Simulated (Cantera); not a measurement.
**NO annealing gas**

An isothermal, constant-pressure homogeneous reactor starts with NO : N₂ = 1 : 1.9 (molar parts), at 1900 K and 0.0320 bar.

Cantera simulation using GRI-Mech 3.0 (53 species, 325 reactions); the numbers are that mechanism's predictions, not measurements. Radical loss at walls, strong at low pressure, is not modelled.

| t (s) | x NO | x NO₂ | x O₂ | x N₂ | x N₂O | x O |
|---|---|---|---|---|---|---|
| 3.00e-5 | 0.345 | 3.31e-11 | 9.32e-12 | 0.655 | 6.17e-8 | 6.18e-8 |
| 0.000105 | 0.345 | 4.05e-10 | 1.15e-10 | 0.655 | 2.16e-7 | 2.17e-7 |
| 0.000370 | 0.345 | 4.92e-9 | 1.42e-9 | 0.655 | 7.56e-7 | 7.62e-7 |
| 0.00130 | 0.345 | 5.71e-8 | 1.77e-8 | 0.655 | 2.61e-6 | 2.68e-6 |
| 0.00456 | 0.345 | 5.68e-7 | 2.25e-7 | 0.655 | 8.59e-6 | 9.60e-6 |
| 0.0160 | 0.345 | 3.94e-6 | 3.45e-6 | 0.655 | 2.43e-5 | 3.63e-5 |
| 0.0562 | 0.345 | 1.27e-5 | 6.36e-5 | 0.655 | 4.44e-5 | 0.000113 |
| 0.197 | 0.344 | 1.61e-5 | 0.000520 | 0.656 | 4.68e-5 | 0.000149 |
| 0.693 | 0.340 | 1.88e-5 | 0.00225 | 0.657 | 4.54e-5 | 0.000166 |
| 2.43 | 0.327 | 2.64e-5 | 0.00863 | 0.664 | 4.07e-5 | 0.000215 |
| 8.54 | 0.279 | 4.01e-5 | 0.0325 | 0.688 | 2.75e-5 | 0.000337 |
| 30.0 | 0.141 | 3.58e-5 | 0.102 | 0.757 | 6.28e-6 | 0.000547 |
x: mole fraction; the columns are a selection and need not sum to one.

Equilibrium at this temperature and pressure: NO 0.00529, NO₂ 1.75e-6, O₂ 0.169, N₂ 0.825, N₂O 5.49e-8, O 0.000690 (gas phase only).
